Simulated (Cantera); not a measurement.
An isothermal, constant-pressure homogeneous reactor starts with 70.9 % NO, 29.1 % N2, at 1400 K and 760 Torr.

Cantera simulation using GRI-Mech 3.0 (53 species, 325 reactions); the numbers are that mechanism's predictions, not measurements.

### Question
Predict: x(NO) at 20.0 s; x(NO2) at 20.0 s; x(O) at 20.0 s; x(O2) at 20.0 s; x(N2) at 20.0 s.

### Answer
- x(NO) at 20.0 s = 0.664 (gas-phase equilibrium 0.000856)
- x(NO2) at 20.0 s = 0.00164 (gas-phase equilibrium 8.28e-6)
- x(O) at 20.0 s = 1.49e-7 (gas-phase equilibrium 5.63e-7)
- x(O2) at 20.0 s = 0.0211 (gas-phase equilibrium 0.354)
- x(N2) at 20.0 s = 0.313 (gas-phase equilibrium 0.645)
